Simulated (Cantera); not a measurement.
What does this Cantera script print?

```python
import numpy as np
import cantera as ct

gas_names = """
    O2 H2O
""".split()
cond_names = """
    Cu(L) Cu2O(L)
""".split()


def load(file, names, dense=False):
    # The tables refer to 1 bar. Condensed volumes are neglected.
    table = {s.name: s for s in ct.Species.list_from_file(file)}
    out = []
    for n in names:
        d = dict(table[n].input_data)
        d["thermo"] = dict(d["thermo"], **{"reference-pressure": 1e5})
        if dense:
            d["equation-of-state"] = {"model": "constant-volume", "density": "1e6 g/cm^3"}
        out.append(ct.Species.from_dict(d))
    return out


species = {s.name: s for s in load("nasa_gas.yaml", gas_names) + load("nasa_condensed.yaml", cond_names)}
T = 1875
g = {n: (s.thermo.h(T) - T * s.thermo.s(T)) / (ct.gas_constant * T * np.log(10)) for n, s in species.items()}
valid = cond_names  # the entries whose range holds T


def stable(la, lb):
    # potentials (over RT ln 10) of the two non-metals from log10 p(O2) and log10 p(H2O) in bar
    mu = {}
    mu["O"] = (g["O2"] + la) / 2
    mu["H"] = (g["H2O"] + lb - 1 * mu["O"]) / 2
    cost = {}
    for n in valid:
        c = species[n].composition
        cost[n] = (g[n] - sum(c.get(e, 0) * m for e, m in mu.items())) / c["Cu"]
    return min(cost, key=cost.get)


results = []
for lb in [0, -1, -2, -3, -4, -5, -6, -7, -8, -9]:
    row = [stable(la, lb) for la in [-18, -17.1, -16.2, -15.3, -14.4, -13.5, -12.6, -11.7, -10.8, -9.9, -9, -8.1, -7.2, -6.3, -5.4, -4.5, -3.6, -2.7, -1.8, -0.9, 0]]
    results.append(row)
    print(f"{lb:6.1f}  " + " ".join(f"{valid.index(n):x}" for n in row))
print("key: " + ", ".join(f"{i:x} {n}" for i, n in enumerate(valid)))
```

Result:

```
   0.0  0 0 0 0 0 0 0 0 0 0 0 0 0 0 0 0 0 0 1 1 1
  -1.0  0 0 0 0 0 0 0 0 0 0 0 0 0 0 0 0 0 0 1 1 1
  -2.0  0 0 0 0 0 0 0 0 0 0 0 0 0 0 0 0 0 0 1 1 1
  -3.0  0 0 0 0 0 0 0 0 0 0 0 0 0 0 0 0 0 0 1 1 1
  -4.0  0 0 0 0 0 0 0 0 0 0 0 0 0 0 0 0 0 0 1 1 1
  -5.0  0 0 0 0 0 0 0 0 0 0 0 0 0 0 0 0 0 0 1 1 1
  -6.0  0 0 0 0 0 0 0 0 0 0 0 0 0 0 0 0 0 0 1 1 1
  -7.0  0 0 0 0 0 0 0 0 0 0 0 0 0 0 0 0 0 0 1 1 1
  -8.0  0 0 0 0 0 0 0 0 0 0 0 0 0 0 0 0 0 0 1 1 1
  -9.0  0 0 0 0 0 0 0 0 0 0 0 0 0 0 0 0 0 0 1 1 1
key: 0 Cu(L), 1 Cu2O(L)
```

Source: NASA polynomial tables (part measured, part estimated), evaluated in Cantera. Part of the grid cannot be reached: there another gas would pass 10 bar, or a non-metal would condense.
